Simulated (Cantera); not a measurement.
Charge: 1 mol SiCl4, 3.1 mol HCl, 200 mol H2, held at 0.0100 bar.

Cantera equilibrium calculation (NASA polynomials, part measured and part estimated; ideal gas, pure solids and liquids). Candidate condensed phases: Si; 19 gas species. The numbers say what is thermodynamically allowed, not how fast it happens.

Question: Which condensed phases are stable at each of these points (T (K)): 825, 925, 1025, 1125, 1225, 1325, 1425, 1525, 1625?

Answer: 
```tsv
T (K)	condensed phases	Si condensed (%)
825	gas only	0.0
925	gas only	0.0
1025	Si(s)	3.3
1125	Si(s)	40.7
1225	Si(s)	49.3
1325	Si(s)	47.8
1425	Si(s)	44.7
1525	Si(s)	41.5
1625	Si(s)	38.2
```

From 825 K to 925 K nothing is condensed. From 1025 K to 1625 K the condensed part is Si(s).
